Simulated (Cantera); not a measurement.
Charge: 1 mol SO2, 7.2 mol H2O, 4.6 mol O2, 0.23 mol H2, held at 2700 K.

These are equilibrium values from Cantera (NASA tables, ideal gas, pure condensed phases), not measurements of a reactor. Candidate condensed phases: H2O, H2SO4, S; 19 gas species. The ideal-gas law is rough above about 30 bar. Rates play no part.

At 300 bar, list the 6 most abundant gas species with their mole fractions, and the condensed phases.

H2O 0.563, O2 0.341, SO2 0.0759, OH 0.0166, O 0.00122, SO3 0.00102. Condensed: gas only.
